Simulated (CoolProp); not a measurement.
Isobutane along the isobar 2550 kPa: fugacity coefficient from the reference equation and from simpler models built on Tc = 407.8 K, pc = 3629 kPa, ω = 0.184; each cubic takes its own stable root.

Model: reference Helmholtz-energy equation of state, Bücker 2006, in CoolProp.

```csv
T (K),phase,reference
385.7,liquid,0.7080
406.7,gas,0.7651
427.7,gas,0.8024
448.8,gas,0.8321
469.8,gas,0.8563
490.9,gas,0.8764
511.9,gas,0.8933
532.9,gas,0.9075
554,gas,0.9197
575,gas,0.9302
```

Q: How far does each simpler model (van der Waals, Redlich-Kwong, Soave-Redlich-Kwong, Peng-Robinson) lie from the reference over these 10 states: mean and median of the absolute difference, and the worst?

A: 
- van der Waals: mean 1.9 %, median 1.4 %, worst +7.3 % at 385.7 K and 2550 kPa
- Redlich-Kwong: mean 1.0 %, median 1.0 %, worst +2.3 % at 385.7 K and 2550 kPa
- Soave-Redlich-Kwong: mean 0.4 %, median 0.3 %, worst +1.0 % at 385.7 K and 2550 kPa
- Peng-Robinson: mean 1.8 %, median 1.9 %, worst -2.4 % at 406.7 K and 2550 kPa

At some of these states van der Waals, Redlich-Kwong gives the other phase, because its saturation line lies elsewhere.
